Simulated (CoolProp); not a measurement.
Values from CoolProp's reference Helmholtz-energy equation of state, Lemmon 2006. It is a short technical equation, of lower accuracy than the large ones.

Problem. For isopentane, give the phase and the cp (kJ/(kg K)), cv (kJ/(kg K)) at 223.15 °C and 0.0534 bar; 223.15 °C and 3.51 bar.

Solution. 
- 223.15 °C and 0.0534 bar: gas; cp 2.53, cv 2.41
- 223.15 °C and 3.51 bar: gas; cp 2.55, cv 2.42
